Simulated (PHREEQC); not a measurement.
Na3PO4 is added in steps, without added water, to 1 kg of water holding 0.017 mol HF, 0.083 mol NH4HF2 and 0.0092 mol HCl, at 70 °C. Oxygen is held at 0.21 atm. CO2 from the air is kept out. The run lets Halite precipitate or redissolve, and no other solid.

Base run: PHREEQC, ion-association model, wateq4f.dat. Each further column changes one thing. The table gives HF (mol/kgw).

| Na3PO4 added (mol) | base | metal-ligand complexes left out | database phreeqc.dat | Debye-Hückel limiting law | all activity coefficients set to 1 |
|---|---|---|---|---|---|
| 0 | 0.0823 | 0.0823 | (withheld) | 0.0824 | 0.0828 |
| 0.018 | 0.0499 | 0.0497 | 0.0520 | 0.0502 | 0.0506 |
| 0.036 | 0.0228 | 0.0226 | 0.0236 | 0.0231 | 0.0234 |
| 0.054 | 0.00202 | 0.00198 | (withheld) | (withheld) | (withheld) |
| 0.072 | 0.000114 | 0.000111 | 0.000112 | 0.000237 | 8.17e-5 |
| 0.09 | 3.65e-5 | 3.57e-5 | 3.46e-5 | 7.93e-5 | 2.98e-5 |
| 0.108 | 1.35e-5 | 1.35e-5 | 1.16e-5 | 2.16e-5 | (withheld) |
| 0.126 | 5.43e-6 | 5.58e-6 | 4.15e-6 | (withheld) | 6.86e-6 |
| 0.144 | 2.42e-6 | 2.53e-6 | 1.72e-6 | 2.21e-6 | 3.47e-6 |
| 0.162 | 1.06e-6 | 1.13e-6 | 7.35e-7 | 1.09e-6 | 1.62e-6 |
| 0.18 | 3.59e-7 | 3.91e-7 | 2.63e-7 | 6.39e-7 | 5.23e-7 |

Question: What belongs in the gaps?

Answer: 
- 0, database phreeqc.dat: 0.0878
- 0.054, database phreeqc.dat: 0.00205
- 0.054, Debye-Hückel limiting law: 0.00261
- 0.054, all activity coefficients set to 1: 0.00178
- 0.108, all activity coefficients set to 1: 1.38e-5
- 0.126, Debye-Hückel limiting law: 5.55e-6

H3PO4, which wateq4f.dat lacks, is added to it with the constant of phreeqc.dat. Away from 25 °C the constants follow the database's enthalpies or fits; those with neither stay at their 25 °C values. The ionic strength passes 0.7 mol/kgw, the rough limit of the ion-association models, in part of: metal-ligand complexes left out; Debye-Hückel limiting law. phreeqc.dat and wateq4f.dat share most of their constants, so their agreement is no independent check.
